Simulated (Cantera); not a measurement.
Input (Python, Cantera):

```python
import numpy as np
import cantera as ct

gas = ct.Solution("h2o2.yaml")
gas.TPX = 373, 13332, {'H2': 1, 'O2': 1, 'N2': 5, 'H2O': 0.15}
flame = ct.FreeFlame(gas, width=0.16)
flame.set_refine_criteria(ratio=3, slope=0.08, curve=0.16)
flame.transport_model = "mixture-averaged"
flame.solve(loglevel=0, auto=True)
z, T = flame.grid, flame.T
thick = (T[-1] - T[0]) / np.gradient(T, z).max()
show = ['H2', 'O2', 'H2O', 'OH', 'H2O2', 'O']
print(f"laminar burning velocity  {flame.velocity[0] * 100:.3f} cm/s")
print(f"burnt temperature         {T[-1]:.1f} K")
print(f"thermal thickness         {thick * 1e3:.4f} mm")
print(f"grid points               {len(z)}")
z0 = z[flame.heat_release_rate.argmax()]
print(f"{'z/mm':>9s}{'T/K':>9s}{'u/(m/s)':>9s}" + "".join(f"{s:>11s}" for s in show))
rows = []
for k in (-3, -2, -1.5, -1, -0.5, -0.25, 0, 0.25, 0.5, 1, 2, 4, 8):
    zz = z0 + k * thick
    rows.append([k * thick, np.interp(zz, z, T), np.interp(zz, z, flame.velocity),
                 *(np.interp(zz, z, flame.X[gas.species_index(s)]) for s in show)])
    print(f"{rows[-1][0] * 1e3:9.3f}{rows[-1][1]:9.1f}{rows[-1][2]:9.3f}" + "".join(f"{x:11.3e}" for x in rows[-1][3:]))
```

It prints:

```
laminar burning velocity  55.601 cm/s
burnt temperature         1432.9 K
thermal thickness         5.3426 mm
grid points               109
     z/mm      T/K  u/(m/s)         H2         O2        H2O         OH       H2O2          O
  -16.028    373.0    0.556  1.396e-01  1.399e-01  2.099e-02  4.540e-14  2.898e-10  9.965e-12
  -10.685    373.1    0.555  1.387e-01  1.401e-01  2.101e-02  9.812e-13  7.279e-09  2.030e-10
   -8.014    373.4    0.555  1.366e-01  1.404e-01  2.108e-02  8.095e-12  5.804e-08  1.295e-09
   -5.343    376.3    0.555  1.299e-01  1.414e-01  2.143e-02  7.918e-10  9.092e-07  1.434e-08
   -2.671    459.0    0.660  1.013e-01  1.424e-01  3.024e-02  3.353e-05  2.283e-05  3.924e-06
   -1.336    676.4    0.956  7.132e-02  1.332e-01  5.740e-02  2.208e-04  9.513e-06  9.446e-05
    0.000    929.9    1.302  3.857e-02  1.131e-01  9.951e-02  5.885e-04  1.095e-06  1.120e-03
    1.336   1111.7    1.553  1.534e-02  9.222e-02  1.357e-01  1.570e-03  1.138e-06  2.945e-03
    2.671   1216.0    1.696  6.540e-03  8.253e-02  1.518e-01  2.293e-03  1.173e-06  3.586e-03
    5.343   1314.1    1.829  3.125e-03  7.833e-02  1.605e-01  2.620e-03  8.330e-07  2.845e-03
   10.685   1382.3    1.918  1.596e-03  7.717e-02  1.652e-01  2.231e-03  4.498e-07  1.490e-03
   21.371   1416.2    1.962  5.843e-04  7.696e-02  1.679e-01  1.453e-03  2.186e-07  5.406e-04
   42.741   1428.2    1.978  1.659e-04  7.705e-02  1.689e-01  7.954e-04  9.636e-08  1.536e-04
```

Computed with Cantera and the H2/O2 subset of GRI-Mech 3.0, which has no nitrogen chemistry. Burning velocities carry a grid error of a few per cent, more on coarse grids. Lean hydrogen flames are cellular in practice and burn faster than this planar one.
